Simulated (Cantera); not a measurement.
Charge: 1 mol C₃H₆, 0.53 mol H₂O, equilibrated at 1.00 bar.

Equilibrium computed with Cantera from the NASA thermochemical tables; the gas is ideal and each condensed phase is pure. Candidate condensed phases: C, C₆H₆, C₇H₈, C₈H₁₈, H₂O; 110 gas species. Rates play no part.

Problem. At 1423 K, list the 5 most abundant gas species with their mole fractions, and the condensed phases.

Solution. H₂ 0.866, CO 0.131, CH₄ 0.00286, H₂O 0.000349, CO₂ 2.32e-5. Condensed: C(graphite).
